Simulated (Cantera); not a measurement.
# Silicon oxide and oxynitride deposition: SiF4 + O2 + N2

Feed: 1 mol SiF4, 2.7 mol O2, 25 mol N2, held at 10.0 Torr.

These are equilibrium values from Cantera (NASA tables, ideal gas, pure condensed phases), not measurements of a reactor. Candidate condensed phases: Si, SiO2, Si2N2O, Si3N4; 28 gas species. The tables' values for SiF3 are old estimates; treat these amounts as uncertain. The tables hold silica as quartz up to 1696 K and as liquid above; real silica turns to tridymite and cristobalite and melts near 1996 K. The numbers say what is thermodynamically allowed, not how fast it happens.

From 377 °C to 1377 °C nothing is condensed. At 1477 °C the condensed part is SiO2(condensed). The main Si-bearing gas is SiF4 throughout.

```csv
T (°C),log p N2,log p O2,log p SiF4,log p NO,log p O,log p F,log p SiF3,n SiO2(condensed)
377,-1.94,-2.90,-3.33,-9.10,<-13,<-13,<-13,0
477,-1.94,-2.90,-3.33,-8.12,<-13,<-13,<-13,0
577,-1.94,-2.90,-3.33,-7.37,-13.58,<-13,<-13,0
677,-1.94,-2.90,-3.33,-6.78,-11.95,-12.96,<-13,0
777,-1.94,-2.90,-3.33,-6.31,-10.63,-11.60,-13.64,0
877,-1.94,-2.90,-3.33,-5.91,-9.53,-10.47,-12.13,0
977,-1.94,-2.90,-3.33,-5.58,-8.61,-9.53,-10.86,0
1077,-1.94,-2.90,-3.33,-5.29,-7.83,-8.72,-9.78,0
1177,-1.94,-2.90,-3.33,-5.05,-7.15,-8.02,-8.85,0
1277,-1.94,-2.90,-3.33,-4.84,-6.56,-7.41,-8.04,0
1377,-1.94,-2.91,-3.33,-4.65,-6.04,-6.87,-7.34,0
1477,-1.94,-2.91,-3.33,-4.49,-5.58,-6.40,-6.71,0.000106
```
log p: log10 of the partial pressure in bar; n: condensed amount in mol.
